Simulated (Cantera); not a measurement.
Mixture: CH4 : O2 : N2 : H2O = 1 : 1.82 : 6.84 : 0.73 (molar parts), equivalence ratio 1.1, at 7500 Torr, adiabatic and at constant pressure. Ignition delay is the time to a rise of 400 K.

Model: GRI-Mech 3.0 (53 species, 325 reactions), integrated in Cantera.

**Question.** What does this change do: 0.022 parts C2H6 added?

**Answer.** 
```
quantity                                                before       after
--------------------------------------------------  ----------  ----------
delay at 1275 K                                        2.17 ms     1.36 ms
delay at 1325 K                                        1.27 ms    0.825 ms
delay at 1375 K                                       0.760 ms    0.504 ms
delay at 1425 K                                       0.462 ms    0.310 ms
delay at 1475 K                                       0.284 ms    0.193 ms
delay at 1525 K                                       0.177 ms    0.121 ms
delay at 1575 K                                       0.112 ms     76.5 µs
apparent activation energy between 1475 and 1575 K  180 kJ/mol  180 kJ/mol
```

**Question.** What does this change do: pressure from 7500 Torr to 3750 Torr?

**Answer.** 
```csv
quantity,before,after
delay at 1275 K,2.17 ms,4.59 ms
delay at 1325 K,1.27 ms,2.61 ms
delay at 1375 K,0.760 ms,1.51 ms
delay at 1425 K,0.462 ms,0.888 ms
delay at 1475 K,0.284 ms,0.530 ms
delay at 1525 K,0.177 ms,0.321 ms
delay at 1575 K,0.112 ms,0.198 ms
apparent activation energy between 1475 and 1575 K,180 kJ/mol,190 kJ/mol
```

**Question.** What does this change do: constant volume in place of constant pressure?

**Answer.** 
```json
[
 {"quantity": "delay at 1275 K", "before": "2.17 ms", "after": "2.05 ms"},
 {"quantity": "delay at 1325 K", "before": "1.27 ms", "after": "1.19 ms"},
 {"quantity": "delay at 1375 K", "before": "0.760 ms", "after": "0.710 ms"},
 {"quantity": "delay at 1425 K", "before": "0.462 ms", "after": "0.430 ms"},
 {"quantity": "delay at 1475 K", "before": "0.284 ms", "after": "0.264 ms"},
 {"quantity": "delay at 1525 K", "before": "0.177 ms", "after": "0.164 ms"},
 {"quantity": "delay at 1575 K", "before": "0.112 ms", "after": "0.103 ms"},
 {"quantity": "apparent activation energy between 1475 and 1575 K", "before": "180 kJ/mol", "after": "180 kJ/mol"}
]
```
